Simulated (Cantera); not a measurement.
BN + H2 (sublimation and decomposition of ceramics)

Charge: 1 mol BN, 0.02 mol H2, at 2773.15 K and 0.0100 bar.

Method: chemical equilibrium by Gibbs-energy minimisation in Cantera with the NASA 1993 tables (ideal gas, pure condensed phases). Candidate condensed phases: B, BN; 15 gas species. The tables' values for BH2 are old estimates; treat these amounts as uncertain. The numbers say what is thermodynamically allowed, not how fast it happens.

| Item | Result |
|---|---|
| x(N2) | 0.845 |
| x(B) | 0.0914 |
| x(H) | 0.0560 |
| x(H2) | 0.00567 |
| x(BN) | 0.00213 |
| x(BH) | 0.000202 |
| x(B2) | 4.51e-5 |
| x(BH2) | 4.24e-5 |
| x(N) | 2.63e-5 |
| n(B(l)) | 0.945 mol |
| gas amount | 0.5913 mol |
